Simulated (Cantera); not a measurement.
Standard-state values (1 bar) from the NASA 1993 polynomials, evaluated with Cantera. Values are per mole of reaction as written; species without (g) are pure solids or liquids, kept so even where they would boil at 1 bar.

O2(g) + 2 H2O(g) + 4 Li → 4 LiOH

```
T (K)  ΔH° (kJ)  ΔS° (J/K)  ΔG° (kJ)  log10 K
-----  --------  ---------  --------  -------
1073        [?]        [?]       [?]      [?]
1173        [?]        [?]       [?]      [?]
1273        [?]        [?]       [?]      [?]
1373        [?]        [?]       [?]      [?]
1473    -1285.9     -333.9    -794.1    28.16
1573    -1276.0     -327.4    -761.0    25.27
```

Some entries are withheld; supply them.


- 1073, ΔH° (kJ): -1328.8
- 1073, ΔS° (J/K): -368.0
- 1073, ΔG° (kJ): -933.9
- 1073, log10 K: 45.46
- 1173, ΔH° (kJ): -1317.6
- 1173, ΔS° (J/K): -358.0
- 1173, ΔG° (kJ): -897.7
- 1173, log10 K: 39.97
- 1273, ΔH° (kJ): -1306.7
- 1273, ΔS° (J/K): -349.1
- 1273, ΔG° (kJ): -862.3
- 1273, log10 K: 35.38
- 1373, ΔH° (kJ): -1296.1
- 1373, ΔS° (J/K): -341.1
- 1373, ΔG° (kJ): -827.8
- 1373, log10 K: 31.49
